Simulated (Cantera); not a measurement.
Input (Python, Cantera):

```python
import numpy as np
import cantera as ct

gas = ct.Solution("gri30.yaml")


def delay(T, t_max=10):
    gas.TPX = T, 560000, {'C2H4': 1, 'O2': 4.17, 'N2': 15.7, 'CO2': 1.7}
    reactor = ct.IdealGasConstPressureReactor(gas, clone=False)
    net = ct.ReactorNet([reactor])
    net.rtol, net.atol = 1e-8, 1e-16
    while net.time < t_max:
        t_old, T_old = net.time, reactor.T
        net.step()
        if reactor.T > T + 400:  # ignition: a rise of 400 K
            return t_old + (T + 400 - T_old) / (reactor.T - T_old) * (net.time - t_old)
    return np.nan


taus = []
for T in [1275, 1350, 1425, 1500, 1575]:
    taus.append(delay(T))
    print(f"T0 = {T:6g} K   tau = {taus[-1]:.4e} s")

# d ln(tau) / d ln(k), from doubling and halving each rate constant
T, sens = 1275, []
for i in range(gas.n_reactions):
    gas.set_multiplier(2.0, i)
    up = delay(T)
    gas.set_multiplier(0.5, i)
    down = delay(T)
    gas.set_multiplier(1.0, i)
    sens.append((np.log(up / down) / np.log(4.0), gas.reaction(i).equation))
sens.sort(key=lambda x: -abs(x[0]))
print(f"sensitivities at {T} K")
for s, eq in sens[:10]:
    print(f"{s:8.3f}  {eq}")
```

It prints:

```
T0 =   1275 K   tau = 1.4824e-04 s
T0 =   1350 K   tau = 3.5693e-05 s
T0 =   1425 K   tau = 1.5864e-05 s
T0 =   1500 K   tau = 9.4752e-06 s
T0 =   1575 K   tau = 6.4590e-06 s
sensitivities at 1275 K
  -1.516  H + O2 <=> O + OH
  -1.349  C2H3 + O2 <=> CH2CHO + O
   1.205  C2H3 + O2 <=> CH2O + HCO
  -1.037  C2H4 + O <=> CH2CHO + H
   1.000  C2H4 + O <=> CH3 + HCO
   0.581  H + O2 + N2 <=> HO2 + N2
   0.571  C2H4 + H (+M) <=> C2H5 (+M)
  -0.305  C2H4 + CH3 <=> C2H3 + CH4
  -0.269  HCO + M <=> CO + H + M
   0.267  HCO + O2 <=> CO + HO2
```

Cantera simulation using GRI-Mech 3.0 (53 species, 325 reactions); the numbers are that mechanism's predictions, not measurements. GRI-Mech 3.0 was tuned for natural gas; its chemistry of ethylene as a main component is partial and can be far from experiment.
